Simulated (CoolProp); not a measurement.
A Linde-Hampson liquefier for dry air: isothermal reversible compression at 280 K from 1 atm to 5 MPa, throttling to 1 atm, return gas leaving the recuperator 10 K below the feed. Each further row changes one setting.

Computed with CoolProp (reference Helmholtz-energy equation of state, Lemmon 2000). It is a pseudo-pure fit of the blend.

```tsv
case	liquid yield per pass	compression work (kJ/kg of gas)
as stated	…	312
high pressure 10 MPa	…	366
warm-end temperature 310 K	no liquid	…
warm-end gap 15 K	no liquid	312
```

**Question.** What belongs in the gaps?

**Answer.** 
- as stated, liquid yield per pass: 0.006
- high pressure 10 MPa, liquid yield per pass: 0.034
- warm-end temperature 310 K, compression work (kJ/kg of gas): 346
